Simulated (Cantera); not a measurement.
Input: 1 mol PbO, 0.2 mol CO, 6.4 mol N2, 1.9 mol O2, held at 1252 °C and 5100 Pa.

Equilibrium computed with Cantera from the NASA thermochemical tables; the gas is ideal and each condensed phase is pure. Candidate condensed phases: C, Pb, PbO, PbO2, Pb3O4; 27 gas species. Gases not in the tables: (PbO)n polymers. Equilibrium is a limit: real reactors are often held back by kinetics, nucleation or transport.

Base state: N2 0.678, O2 0.193, PbO 0.100, CO2 0.0212, Pb 0.00590, NO 0.00123, O 1.10e-5 (mole fractions); condensed: gas only.

What changes in the equilibrium state with this change: pressure from 5100 Pa to 21.0 Pa?


```json
[
 {"species": "N2", "before": "0.678", "after": "0.664"},
 {"species": "O2", "before": "0.193", "after": "0.210"},
 {"species": "PbO", "before": "0.100", "after": "0.0552"},
 {"species": "Pb", "before": "0.00590", "after": "0.0486"},
 {"species": "CO2", "before": "0.0212", "after": "0.0207"},
 {"species": "O", "before": "1.10e-5", "after": "0.000179"},
 {"species": "CO", "before": "1.51e-6", "after": "2.21e-5"},
 {"species": "NO", "before": "0.00123", "after": "0.00127"}
]
```

What changes in the equilibrium state with this change: temperature from 1252 °C to 1025 °C?


| species | before | after |
|---|---|---|
| N2 | 0.678 | 0.755 |
| O2 | 0.193 | 0.212 |
| CO2 | 0.0212 | 0.0236 |
| PbO | 0.100 | 0.00857 |
| Pb | 0.00590 | 8.43e-5 |
| O | 1.10e-5 | 3.49e-7 |
| NO | 0.00123 | 0.000385 |
| PbO(l), mol | 0 | 0.927 |
